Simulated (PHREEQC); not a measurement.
Synthetic water in mmol/kgw, 65 °C, pH 7.5:

```tsv
constituent	mmol/kgw
Na	163
K	0.984
Ca	0.978
Mg	1.05
Cl	167
S(6)	4.04
Alkalinity (meq/kgw)	2.79
Si	1.1
Br	3.67
```

Cl is adjusted to close the charge balance.
Valence states are taken as typed.

Model: Pitzer model, pitzer.dat, run in PHREEQC.

No solid was allowed to form.

Task: Predict the specific conductance.

Result: specific conductance 33900 µS/cm.

Task: In which forms is C present?

Result: HCO3- 95 %, CO2 4.4 %, CO3-2 0.7 % of the C.

Away from 25 °C the constants follow the database's enthalpies or fits; those with neither stay at their 25 °C values.
